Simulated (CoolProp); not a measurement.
Water along the isobar 54300 kPa: Z from the reference equation and from simpler models built on Tc = 647.1 K, pc = 22060 kPa, ω = 0.344; each cubic takes its own stable root.

Model: reference Helmholtz-energy equation of state, Wagner 2002, in CoolProp.

| T (K) | phase | reference |
|---|---|---|
| 586.4 | liquid | 0.2633 |
| 613.7 | liquid | 0.2670 |
| 640.9 | liquid | 0.2751 |
| 668.2 | supercritical | 0.2903 |
| 695.5 | supercritical | 0.3181 |
| 722.8 | supercritical | 0.3684 |
| 750.1 | supercritical | 0.4461 |
| 777.3 | supercritical | 0.5317 |
| 804.6 | supercritical | 0.6073 |
| 831.9 | supercritical | 0.6688 |
| 859.2 | supercritical | 0.7186 |
| 886.5 | supercritical | 0.7594 |

**Question.** How far does each simpler model (van der Waals, Redlich-Kwong, Soave-Redlich-Kwong, Peng-Robinson) lie from the reference over these 12 states: mean and median of the absolute difference, and the worst?

**Answer.** 
- van der Waals: mean 41.8 %, median 31.1 %, worst +93.8 % at 586.4 K and 54300 kPa
- Redlich-Kwong: mean 23.6 %, median 22.1 %, worst +47.2 % at 613.7 K and 54300 kPa
- Soave-Redlich-Kwong: mean 31.6 %, median 37.3 %, worst +47.3 % at 668.2 K and 54300 kPa
- Peng-Robinson: mean 21.4 %, median 25.2 %, worst +34.5 % at 695.5 K and 54300 kPa
